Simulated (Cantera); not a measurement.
Input: 1 mol Si₂Cl₆, 4.8 mol NH₃, 2 mol N₂, at 1698 K and 6100 Pa.

Cantera equilibrium calculation (NASA polynomials, part measured and part estimated; ideal gas, pure solids and liquids). Candidate condensed phases: NH₄Cl, Si, Si₃N₄; 28 gas species. The feed counts by its element totals alone. The tables' values for SiCl₃, SiCl are old estimates; treat these amounts as uncertain. Rates play no part.

Base state: H₂ 0.398, N₂ 0.282, HCl 0.223, SiCl₂ 0.0889, SiCl₃ 0.00633, SiCl₄ 0.000890, H 0.000369, SiHCl₃ 0.000305 (mole fractions); condensed: Si₃N₄(s).

Task: What changes in the equilibrium state with this change: Si₂Cl₆ replaced by SiH₄?

Result: 
```
species          before     after
-------------  --------  --------
H₂                0.398     0.711
N₂                0.282     0.289
H              0.000369  0.000494
HCl               0.223         0
SiCl₂            0.0889         0
SiCl₃           0.00633         0
SiCl₄          0.000890         0
SiHCl₃         0.000305         0
Cl             0.000161         0
SiCl            3.05e-5         0
Si₃N₄(s), mol     0.213     0.333
```

Task: What changes in the equilibrium state with this change: temperature from 1698 K to 1298 K?

Result: 
```json
[
 {"species": "HCl", "before": "0.223", "after": "0.372"},
 {"species": "H₂", "before": "0.398", "after": "0.359"},
 {"species": "N₂", "before": "0.282", "after": "0.247"},
 {"species": "SiCl₂", "before": "0.0889", "after": "0.00102"},
 {"species": "SiCl₄", "before": "0.000890", "after": "0.0182"},
 {"species": "SiCl", "before": "3.05e-5", "after": "<1e-9"},
 {"species": "H", "before": "0.000369", "after": "2.60e-6"},
 {"species": "Si₃N₄(s), mol", "before": "0.213", "after": "0.571"}
]
```
The tables' values for SiCl₃ are old estimates; treat these amounts as uncertain.
